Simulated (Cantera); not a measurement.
# Reactions in the system C-H-S

Standard-state values (1 bar) from the NASA 1993 polynomials, evaluated with Cantera. Values are per mole of reaction as written; species without (g) are pure solids or liquids, kept so even where they would boil at 1 bar.

2 S₂(g) + CH₄(g) = 2 H₂S(g) + CS₂(g)

```
T (K)  ΔH° (kJ)  ΔS° (J/K)  ΔG° (kJ)  log10 K
-----  --------  ---------  --------  -------
300      -106.2        6.6    -108.2    18.84
2073     -104.5       15.5    -136.6     3.44
2273     -106.5       14.6    -139.7     3.21
2473     -108.8       13.6    -142.5     3.01
2673     -111.4       12.6    -145.1     2.84
2873     -114.3       11.6    -147.5     2.68
```
